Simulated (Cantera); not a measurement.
Input: 1 mol Si, 1.9 mol HCl, 35 mol N2, at 525 K and 0.00160 bar.

These are equilibrium values from Cantera (NASA tables, ideal gas, pure condensed phases), not measurements of a reactor. Candidate condensed phases: NH4Cl, Si, Si3N4; 28 gas species. N2 is the only nitrogen source here; it is nearly inert below about 1500 K, so the nitride shown seldom forms there in practice. Kinetics and transport are ignored.

Base state: N2 0.954, HCl 0.0268, H2 0.0129, SiCl4 0.00645 (mole fractions); condensed: Si3N4(s).

**Question.** What changes in the equilibrium state with this change: N2 from 35 to 0.19 mol?

**Answer.** 
```json
[
 {"species": "H2", "before": "0.0129", "after": "0.657"},
 {"species": "SiCl4", "before": "0.00645", "after": "0.315"},
 {"species": "SiHCl3", "before": "1.12e-8", "after": "0.0278"},
 {"species": "N2", "before": "0.954", "after": "<1e-9"},
 {"species": "HCl", "before": "0.0268", "after": "2.69e-5"},
 {"species": "SiH2Cl2", "before": "<1e-9", "after": "9.39e-5"},
 {"species": "Si3N4(s), mol", "before": "0.256", "after": "0.0950"},
 {"species": "Si(s), mol", "before": "0", "after": "0.230"}
]
```
